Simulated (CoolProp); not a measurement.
Toluene at 298.15 K and 0.246 MPa is throttled through a valve to 0.138 MPa with no heat exchange. Each further row changes one setting.

The numbers come from the reference Helmholtz-energy equation of state, Lemmon 2006 in CoolProp. It is a short technical equation, of lower accuracy than the large ones.

```json
[
 {"case": "as stated", "temperature change (K)": "+0.0"},
 {"case": "outlet pressure 0.0414 MPa", "temperature change (K)": "+0.1"},
 {"case": "outlet pressure 0.179 MPa", "temperature change (K)": "+0.0"}
]
```
